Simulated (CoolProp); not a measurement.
The numbers come from the reference Helmholtz-energy equation of state, Lemmon 2004 in CoolProp. It is a short technical equation, of lower accuracy than the large ones.

Q: Give the vapour pressure (kPa), vapour density (kg/m³), enthalpy of vaporisation (kJ/kg), surface tension (mN/m) of saturated n-dodecane at 494.4 K.

A: 
| T (K) | p (kPa) | vapour density (kg/m³) | enthalpy of vaporisation (kJ/kg) | surface tension (mN/m) |
|---|---|---|---|---|
| 494.4 | 114 | 5.12 | 253 | 9.47 |

Surface tension comes from a separate correlation (Mulero 2012).
